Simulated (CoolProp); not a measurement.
A closed Brayton cycle with nitrogen: compressor inlet 313.15 K and 3.3 MPa, high pressure 8.62 MPa, turbine inlet 945 K, compressor efficiency 0.89, turbine efficiency 0.93, recuperator effectiveness 0.9 (on enthalpy, no pinch check). Each further row changes one setting.

Values from CoolProp's reference Helmholtz-energy equation of state, Span 2000.

```json
[
 {"case": "as stated", "thermal efficiency (%)": "41.1", "net work (kJ/kg)": "109", "compressor to turbine work": "0.52", "compressor exit (K)": "425.5", "turbine exit (K)": "749.2"},
 {"case": "turbine inlet 895 K", "thermal efficiency (%)": "39.0", "net work (kJ/kg)": "…", "compressor to turbine work": "0.55", "compressor exit (K)": "425.5", "turbine exit (K)": "…"},
 {"case": "compressor inlet 323.15 K", "thermal efficiency (%)": "39.9", "net work (kJ/kg)": "105", "compressor to turbine work": "0.54", "compressor exit (K)": "438.9", "turbine exit (K)": "749.2"},
 {"case": "high pressure 7.33 MPa", "thermal efficiency (%)": "41.0", "net work (kJ/kg)": "…", "compressor to turbine work": "…", "compressor exit (K)": "404.3", "turbine exit (K)": "779.5"},
 {"case": "recuperator effectiveness 0.5", "thermal efficiency (%)": "26.9", "net work (kJ/kg)": "109", "compressor to turbine work": "0.52", "compressor exit (K)": "425.5", "turbine exit (K)": "749.2"}
]
```

**Question.** Complete the blanks.

**Answer.** 
- turbine inlet 895 K, net work (kJ/kg): 96.9
- turbine inlet 895 K, turbine exit (K): 707.9
- high pressure 7.33 MPa, net work (kJ/kg): 96.8
- high pressure 7.33 MPa, compressor to turbine work: 0.49
